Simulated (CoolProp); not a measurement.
Properties of CH2F2 (R32) along the isotherm 108.65 °C.

Computed with CoolProp (reference Helmholtz-energy equation of state, Tillner-Roth 1997).

```
p (MPa)          phase  cp (kJ/(kg K))  cv (kJ/(kg K))  isothermal compressibility (1/MPa)  conductivity (mW/(m K))  fugacity coefficient
-------  -------------  --------------  --------------  ----------------------------------  -----------------------  --------------------
0.964              gas           1.031          0.8250                               1.092                     22.2                0.9527
1.93               gas           1.120          0.8543                              0.5785                     23.6                0.9066
2.89               gas           1.233          0.8858                              0.4137                     25.2                   [?]
3.86               gas           1.381          0.9204                              0.3362                     27.1                0.8181
4.82               gas           1.583          0.9577                              0.2972                     29.6                0.7757
5.78               gas             [?]          0.9985                              0.2799                     33.1                0.7342
6.75     supercritical           2.337           1.043                              0.2795                     38.2                0.6931
7.71     supercritical           3.082           1.088                              0.2919                     45.8                0.6532
8.67     supercritical           4.090           1.123                              0.2928                     56.0                0.6141
9.64     supercritical           4.488           1.125                              0.2265                     65.6                0.5764
10.6     supercritical           3.948           1.101                              0.1391                     71.9                0.5423
11.6     supercritical           3.353           1.078                             0.08626                     76.4                0.5110
12.5     supercritical           2.995           1.064                             0.06154                     79.7                0.4864
13.5     supercritical           2.729           1.053                             0.04580                     82.8                   [?]
14.5     supercritical             [?]           1.046                                 [?]                     85.5                   [?]
```

### Question
Complete the blanks.

### Answer

- 2.89, fugacity coefficient: 0.8620
- 5.78, cp (kJ/(kg K)): 1.876
- 13.5, fugacity coefficient: 0.4625
- 14.5, cp (kJ/(kg K)): 2.544
- 14.5, isothermal compressibility (1/MPa): 0.03611
- 14.5, fugacity coefficient: 0.4417

The peak of cp marks the crossing from liquid-like to gas-like fluid above the critical point.

Thermal conductivity comes from a separate model (Huber 2003), an estimate that may be off by 10 % or more.
